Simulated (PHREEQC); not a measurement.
Consider water at 25 °C with 22 mmol/kgw AlCl3, 130 mmol/kgw FeCl2, 0.35 mmol/kgw H3BO3 and 38 mmol/kgw KOH. Closed to the air; pH follows from the charge balance.

The numbers come from PHREEQC with the ion-association model, wateq4f.dat.

### Question
The ionic strength comes out as 0.445 mol/kgw. What activity coefficients do Fe+2, Al(OH)2+, Al(OH)4-, K+, FeCl+ get?

### Answer
Fe+2 0.26, Al(OH)2+ 0.70, Al(OH)4- 0.67, K+ 0.65, FeCl+ 0.69.

This is a speciation only: nothing precipitates in the calculation. Saturation is exceeded, for instance for Al(OH)3(a), Boehmite (slow to form); the values hold only as long as no solid forms. Species that the database lacks are ignored.
